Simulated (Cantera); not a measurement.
**Ignition delay**

Mixture: 4.43 % CH₃OH, 15.4 % O₂, 80.1 % N₂, at 4.93 atm, adiabatic and at constant volume. Ignition delay is the time to a rise of 400 K.

Cantera simulation using GRI-Mech 3.0 (53 species, 325 reactions); the numbers are that mechanism's predictions, not measurements. GRI-Mech 3.0 was tuned for natural gas; its chemistry of methanol as a main component is partial and can be far from experiment.

```json
[
 {"T0 (K)": "1200", "delay (ms)": "3.19"},
 {"T0 (K)": "1300", "delay (ms)": "0.703"},
 {"T0 (K)": "1400", "delay (ms)": "0.204"},
 {"T0 (K)": "1500", "delay (ms)": "0.0748"},
 {"T0 (K)": "1600", "delay (ms)": "0.0327"},
 {"T0 (K)": "1700", "delay (ms)": "0.0162"}
]
```

```
Property                                                Result
--------------------------------------------------  ----------
apparent activation energy between 1500 and 1700 K  160 kJ/mol
```
